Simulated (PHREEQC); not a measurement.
Make-up at 30 °C: 0.078 mol TMAH and 0.012 mol KH2PO4 per kg of water. Closed to the air; pH follows from the charge balance.

Model: ion-association model, wateq4f.dat, run in PHREEQC.

No solid was allowed to form.

Order these P species by the share of P that they hold, largest first: HPO4-2, KHPO4-, PO4-3.

PO4-3 (84 %), HPO4-2 (16 %), KHPO4- (0.12 %)

The pH is 12.46 and the ionic strength 0.122 mol/kgw. (CH3)4N+ isn't in the database: it is added as a free cation with an ion size of 4 Å. H3PO4, which wateq4f.dat lacks, is added to it with the constant of phreeqc.dat.
